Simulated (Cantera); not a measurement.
Input: 1 mol Si₃N₄, 20 mol O₂, 43 mol H₂, 69 mol HCl, held at 1.33 mbar.

Equilibrium computed with Cantera from the NASA thermochemical tables; the gas is ideal and each condensed phase is pure. Candidate condensed phases: H₂O, NH₄Cl, Si, SiO₂, Si₂N₂O, Si₃N₄; 47 gas species. Equilibrium is a limit: real reactors are often held back by kinetics, nucleation or transport. All values below are at 1075 K.

Base state: HCl 0.605, H₂O 0.298, H₂ 0.0789, N₂ 0.0175 (mole fractions); condensed: SiO₂(β-quartz).

Problem. What changes in the equilibrium state with this change: Si₃N₄ replaced by BN?

Solution. 
```json
[
 {"species": "HCl", "before": "0.605", "after": "0.613"},
 {"species": "H₂O", "before": "0.298", "after": "0.341"},
 {"species": "H₂", "before": "0.0789", "after": "0.0400"},
 {"species": "N₂", "before": "0.0175", "after": "0.00444"},
 {"species": "HBO₂", "before": "0", "after": "0.00180"},
 {"species": "(HBO₂)₃", "before": "0", "after": "0.000142"},
 {"species": "SiO₂(β-quartz), mol", "before": "3.00", "after": "0"},
 {"species": "B₂O₃(l), mol", "before": "0", "after": "0.375"}
]
```
Gases not in the tables: H₃BO₃. Further candidate phases: B, BN, B₂O₃, B₃O₃H₃.
